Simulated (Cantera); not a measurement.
A closed system holds: 1 mol SiCl4, 17 mol N2, 1.6 mol H2, held at 1225 K and 0.00330 bar.

Method: chemical equilibrium by Gibbs-energy minimisation in Cantera with the NASA 1993 tables (ideal gas, pure condensed phases). Candidate condensed phases: NH4Cl, Si, Si3N4; 28 gas species. N2 is the only nitrogen source here; it is nearly inert below about 1500 K, so the nitride shown seldom forms there in practice. The tables' values for SiCl3 are old estimates; treat these amounts as uncertain. Rates play no part.

Base state: N2 0.837, HCl 0.124, H2 0.0185, SiCl4 0.0171, SiCl3 0.00186, SiCl2 0.00160, SiHCl3 7.94e-5 (mole fractions); condensed: Si3N4(s).

Problem. What changes in the equilibrium state with this change: pressure from 0.00330 bar to 0.00560 bar?

Solution. 
| species | before | after |
|---|---|---|
| N2 | 0.837 | 0.837 |
| HCl | 0.124 | 0.123 |
| H2 | 0.0185 | 0.0192 |
| SiCl4 | 0.0171 | 0.0180 |
| SiCl2 | 0.00160 | 0.00106 |
| SiCl3 | 0.00186 | 0.00155 |
| Si3N4(s), mol | 0.197 | 0.197 |

Problem. What changes in the equilibrium state with this change: temperature from 1225 K to 1123.15 K?

Solution. 
| species | before | after |
|---|---|---|
| N2 | 0.837 | 0.838 |
| HCl | 0.124 | 0.123 |
| H2 | 0.0185 | 0.0195 |
| SiCl4 | 0.0171 | 0.0194 |
| SiCl2 | 0.00160 | 0.000141 |
| SiCl3 | 0.00186 | 0.000469 |
| SiHCl3 | 7.94e-5 | 5.29e-5 |
| Si3N4(s), mol | 0.197 | 0.201 |

Problem. What changes in the equilibrium state with this change: temperature from 1225 K to 825 K?

Solution. 
```csv
species,before,after
N2,0.837,0.841
HCl,0.124,0.108
H2,0.0185,0.0267
SiCl4,0.0171,0.0234
SiCl2,0.00160,2.77e-9
SiCl3,0.00186,8.58e-7
SiHCl3,7.94e-5,7.12e-6
"Si3N4(s), mol",0.197,0.179
```
